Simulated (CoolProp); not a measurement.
A simple Rankine cycle with n-heptane: condensing at 307.15 K, boiler at 0.0427 MPa, turbine inlet 359.7 K, turbine efficiency 0.85, pump efficiency 0.7, no recuperator. Each further row changes one setting.

Values from CoolProp's reference Helmholtz-energy equation of state, Span 2003. It is a short technical equation, of lower accuracy than the large ones.

```
case                             thermal efficiency (%)  net work (kJ/kg)  heat in (kJ/kg)  turbine exit temperature (K)  volume ratio over the turbine
-------------------------------  ----------------------  ----------------  ---------------  ----------------------------  -----------------------------
as stated                                           8.1              36.5              452                         339.1                           4.37
turbine inlet 379.7 K                               7.9              38.7              492                         359.1                           4.36
condensing temperature 299.15 K                     9.7              45.5              471                         334.1                           6.32
boiler pressure 0.0299 MPa                          6.2              28.3              453                         344.0                           3.08
turbine efficiency 0.75                             7.1              32.2              452                         341.4                           4.40
```
